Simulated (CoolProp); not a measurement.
Vapour pressure (MPa) of decamethyltetrasiloxane (MD2M): the reference equation beside estimates from Tc = 599.4 K, pc = 1.144 MPa, ω = 0.635.

Model: reference Helmholtz-energy equation of state, Thol 2017, in CoolProp.

| T (K) | reference | Lee-Kesler | Redlich-Kwong | Peng-Robinson |
|---|---|---|---|---|
| 468.3 | 0.1031 | 0.1027 | 0.2372 | 0.1039 |
| 479.5 | 0.1341 | 0.1335 | 0.2813 | 0.1350 |
| 490.6 | 0.1714 | 0.1708 | 0.3303 | 0.1727 |
| 501.8 | 0.2166 | 0.2161 | 0.3853 | 0.2186 |
| 512.9 | 0.2700 | 0.2696 | 0.4457 | 0.2729 |
| 524 | 0.3329 | 0.3329 | 0.5121 | 0.3371 |
| 535.2 | 0.4072 | 0.4079 | 0.5856 | 0.4133 |
| 546.3 | 0.4928 | 0.4947 | 0.6651 | 0.5014 |
| 557.5 | 0.5931 | 0.5967 | 0.7522 | 0.6044 |

Absolute difference from the reference over all 9 rows, mean and median: Lee-Kesler 0.3 and 0.4 %, Redlich-Kwong 70.5 and 65.1 %, Peng-Robinson 1.2 and 1.1 %.
